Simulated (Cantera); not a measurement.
Cantera run, input and output.

```python
import numpy as np
import cantera as ct

gas = ct.Solution("gri30.yaml")


def delay(T, t_max=10):
    gas.TPX = T, 79000, {'CH4': 1, 'O2': 2.99, 'N2': 10.7}
    reactor = ct.IdealGasReactor(gas, clone=False)
    net = ct.ReactorNet([reactor])
    net.rtol, net.atol = 1e-8, 1e-16
    while net.time < t_max:
        t_old, T_old = net.time, reactor.T
        net.step()
        if reactor.T > T + 400:  # ignition: a rise of 400 K
            return t_old + (T + 400 - T_old) / (reactor.T - T_old) * (net.time - t_old)
    return np.nan


taus = []
for T in [1300, 1350, 1400, 1450, 1500, 1550]:
    taus.append(delay(T))
    print(f"T0 = {T:6g} K   tau = {taus[-1]:.4e} s")
```

It prints:

```
T0 =   1300 K   tau = 1.0541e-02 s
T0 =   1350 K   tau = 5.6418e-03 s
T0 =   1400 K   tau = 3.1536e-03 s
T0 =   1450 K   tau = 1.8442e-03 s
T0 =   1500 K   tau = 1.1287e-03 s
T0 =   1550 K   tau = 7.2129e-04 s
```

Computed with Cantera and GRI-Mech 3.0 (53 species, 325 reactions).
